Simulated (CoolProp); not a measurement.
Oxygen at 293.15 K and 7.88 MPa is compressed adiabatically to 61.8 MPa with isentropic efficiency 0.85. Each further row changes one setting.

Computed with CoolProp (reference Helmholtz-energy equation of state, Schmidt 1985).

```csv
case,work (kJ/kg),final temperature (K),final density (kg/m³)
as stated,269,562.7,?
efficiency 1,229,?,?
efficiency 0.65,352,?,306
```

Problem. Some entries are withheld; supply them.

Solution. 
- as stated, final density (kg/m³): 343
- efficiency 1, final temperature (K): 526.7
- efficiency 1, final density (kg/m³): 365
- efficiency 0.65, final temperature (K): 636.9

Above 300 K oxygen's equation is extrapolated.
